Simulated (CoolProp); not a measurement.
Values from CoolProp's reference Helmholtz-energy equation of state, Thol 2016.

### Question
Give the vapour pressure (bar), liquid density (kg/m³), enthalpy of vaporisation (kJ/kg), liquid cp (kJ/(kg K)) of saturated hexamethyldisiloxane (MM) at 389.9 K.

### Answer
```csv
T (K),p (bar),liquid density (kg/m³),enthalpy of vaporisation (kJ/kg),liquid cp (kJ/(kg K))
389.9,1.59,655,184,2.17
```
